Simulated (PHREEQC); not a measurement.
A solution holds 9.5 mmol/kgw NaF, 0.2 mmol/kgw (NH4)2SiF6 and 1.1 mmol/kgw HBF4, at 25 °C. Closed to the air; pH follows from the charge balance.

Computed with PHREEQC (ion-association model, phreeqc.dat).

```
Item                      Result
----------------  --------------
pH                          3.80
ionic strength    0.0102 mol/kgw
total alkalinity    -5.20 meq/kg
```

| species | molality | activity | log γ |
|---|---|---|---|
| Na+ | 0.00946 | 0.00854 | -0.045 |
| F- | 0.00869 | 0.00781 | -0.046 |
| HF | 0.00184 | 0.00184 | 0.001 |
| BF4- | 0.000657 | 0.000592 | -0.045 |
| NH4+ | 0.000400 | 0.000358 | -0.048 |
| H3BO3 | 0.000214 | 0.000214 | 0.001 |
| SiF6-2 | 0.000199 | 0.000133 | -0.177 |
| H+ | 0.000172 | 0.000157 | -0.040 |
| BF3OH- | 0.000131 | 0.000118 | -0.045 |
| BF2(OH)2- | 9.74e-5 | 8.77e-5 | -0.045 |
| HF2- | 6.13e-5 | 5.52e-5 | -0.045 |

This is a speciation only: nothing precipitates in the calculation. SiF6-2 is the database's only silicon fluoride. Real BF4- forms and hydrolyses slowly; the run takes it at equilibrium.
